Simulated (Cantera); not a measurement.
Cantera run, input and output.

```python
import numpy as np
import cantera as ct

gas = ct.Solution("gri30.yaml", transport_model="mixture-averaged")
show = ['H2', 'CH3', 'H']

rows = []
print(f"{'T/K':>7s}{'rho':>11s}{'cp':>10s}{'mu':>11s}{'lambda':>11s}{'Pr':>7s}" + "".join(f"{'D_' + s:>11s}" for s in show))
for T in [400, 550, 700, 850, 1000, 1150, 1300, 1450]:
    gas.TPX = T, 380000, {'CH4': 0.31, 'H2': 0.42}
    Pr = gas.cp_mass * gas.viscosity / gas.thermal_conductivity
    D = [gas.mix_diff_coeffs_mole[gas.species_index(s)] for s in show]
    rows.append([gas.density, gas.cp_mass, gas.viscosity, gas.thermal_conductivity, Pr, *D])
    print(f"{T:7g}{gas.density:11.4e}{gas.cp_mass:10.1f}{gas.viscosity:11.4e}"
          f"{gas.thermal_conductivity:11.4e}{Pr:7.3f}" + "".join(f"{d:11.4e}" for d in D))
print("SI units: kg/m3, J/kg/K, Pa s, W/m/K, m2/s")
```

Result:

```
    T/K        rho        cp         mu     lambda     Pr       D_H2      D_CH3        D_H
    400 9.1095e-01    4271.6 1.4299e-05 1.2258e-01  0.498 3.2210e-05 1.6885e-05 6.8573e-05
    550 6.6251e-01    4755.2 1.7973e-05 1.6486e-01  0.518 5.5134e-05 2.9335e-05 1.1886e-04
    700 5.2054e-01    5241.6 2.1223e-05 2.0740e-01  0.536 8.2545e-05 4.4260e-05 1.7913e-04
    850 4.2868e-01    5690.5 2.4188e-05 2.4987e-01  0.551 1.1407e-04 6.1442e-05 2.4849e-04
   1000 3.6438e-01    6097.8 2.6945e-05 2.9210e-01  0.563 1.4944e-04 8.0723e-05 3.2633e-04
   1150 3.1685e-01    6462.0 2.9542e-05 3.3395e-01  0.572 1.8845e-04 1.0198e-04 4.1215e-04
   1300 2.8029e-01    6780.9 3.2011e-05 3.7532e-01  0.578 2.3093e-04 1.2513e-04 5.0559e-04
   1450 2.5130e-01    7060.1 3.4372e-05 4.1613e-01  0.583 2.7673e-04 1.5007e-04 6.0631e-04
SI units: kg/m3, J/kg/K, Pa s, W/m/K, m2/s
```

Detailed kinetics in Cantera: GRI-Mech 3.0 (53 species, 325 reactions). The composition is frozen, though it would react at the higher temperatures.
